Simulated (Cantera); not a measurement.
# Roasting and sulfation: FeS + O₂ + H₂O

Feed: 1 mol FeS, 0.28 mol O₂, 0.18 mol H₂O, equilibrated at 1000 K and 1.00 bar.

Cantera equilibrium calculation (NASA polynomials, part measured and part estimated; ideal gas, pure solids and liquids). Candidate condensed phases: Fe, FeO, Fe(OH)₂, Fe(OH)₃, FeS, FeSO₄, FeS₂, Fe₂O₃, Fe₂(SO₄)₃, Fe₃O₄, H₂O, H₂SO₄, S; 22 gas species. FeS: taken at fixed stoichiometry. Gases not in the tables: S₃ to S₇. Kinetics and transport are ignored.

```
Property                                   Result
-------------------------------------  ----------
x(H₂O)                                      0.504
x(SO₂)                                      0.469
x(S₂)                                      0.0134
x(H₂S)                                     0.0118
x(S₂O)                                    0.00157
x(H₂)                                    0.000752
x(SO)                                     1.53e-5
x(SH)                                     2.60e-6
n(FeS(s))                               0.822 mol
n(Fe₃O₄(s))                            0.0593 mol
gas amount                             0.3485 mol
log10 activity of S(l) (absent)             -1.30
log10 activity of Fe(α) (absent)            -4.15
log10 activity of Fe(OH)₂(s) (absent)       -5.72
```
